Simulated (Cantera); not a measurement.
Input (Python, Cantera):

```python
import numpy as np
import cantera as ct

gas = ct.Solution("h2o2.yaml")
gas.TPX = 1073, 860, {'H2': 0.076, 'O2': 1}
reactor = ct.IdealGasConstPressureReactor(gas, energy="off", clone=False)
net = ct.ReactorNet([reactor])
net.rtol, net.atol = 1e-08, 1e-18
show = ['H2', 'O2', 'O', 'HO2', 'H', 'H2O']
times = np.geomspace(2e-06, 7, 11)

steps = ct.SolutionArray(gas, extra=["t"])
rows = []
print(f"{'t/s':>10s}{'T/K':>9s}{'P/Pa':>11s}" + "".join(f"{s:>11s}" for s in show))
for t in times:
    while net.time < t:
        t_next = net.step()
        steps.append(gas.state, t=t_next)
    rows.append([np.interp(t, steps.t, y) for y in (steps.T, steps.P, *steps(*show).X.T)])
    print(f"{t:10.3e}{rows[-1][0]:9.1f}{rows[-1][1]:11.4g}" + "".join(f"{x:11.3e}" for x in rows[-1][2:]))
rate = np.gradient(steps.T, steps.t)
print("integrator steps:", len(steps.t))
if steps.T.max() > steps.T[0] + 200:
    print(f"time of steepest temperature rise: {steps.t[rate.argmax()]:.4e} s")
gas.TPX = 1073, 860, {'H2': 0.076, 'O2': 1}
gas.equilibrate("TP")
print(f"equilibrium (TP): T = {gas.T:.1f} K  " + "  ".join(f"{s} {gas[s].X[0]:.3e}" for s in show))
```

Output:

```
       t/s      T/K       P/Pa         H2         O2          O        HO2          H        H2O
 2.000e-06   1073.0        860  7.063e-02  9.294e-01  3.924e-14  5.277e-12  5.238e-12  2.967e-16
 9.025e-06   1073.0        860  7.063e-02  9.294e-01  7.811e-13  2.381e-11  2.305e-11  2.606e-14
 4.072e-05   1073.0        860  7.063e-02  9.294e-01  1.454e-11  1.075e-10  9.495e-11  2.115e-12
 1.838e-04   1073.0        860  7.063e-02  9.294e-01  2.343e-10  4.860e-10  3.801e-10  1.307e-10
 8.292e-04   1073.0        860  7.063e-02  9.294e-01  6.327e-09  2.229e-09  4.936e-09  9.116e-09
 3.742e-03   1073.0        860  7.035e-02  9.292e-01  1.198e-04  7.572e-07  8.859e-05  2.094e-04
 1.688e-02   1073.0        860  1.322e-03  8.919e-01  2.926e-02  4.205e-06  1.223e-02  6.263e-02
 7.619e-02   1073.0        860  4.017e-04  9.171e-01  8.440e-03  3.306e-06  1.876e-03  7.071e-02
 3.438e-01   1073.0        860  2.887e-05  9.260e-01  6.109e-04  1.041e-06  3.590e-05  7.295e-02
 1.551e+00   1073.0        860  1.664e-06  9.267e-01  3.665e-05  1.367e-07  5.291e-07  7.317e-02
 7.000e+00   1073.0        860  1.583e-07  9.268e-01  3.615e-06  1.754e-08  1.641e-08  7.320e-02
integrator steps: 1742
equilibrium (TP): T = 1073.0 K  H2 5.493e-10  O2 9.268e-01  O 1.300e-08  HO2 2.194e-09  H 3.564e-12  H2O 7.322e-02
```

Computed with Cantera and the H2/O2 subset of GRI-Mech 3.0, which has no nitrogen chemistry. Radical loss at walls, strong at low pressure, is not modelled. The temperature is held fixed by assumption; the heat of reaction is taken as removed at once.
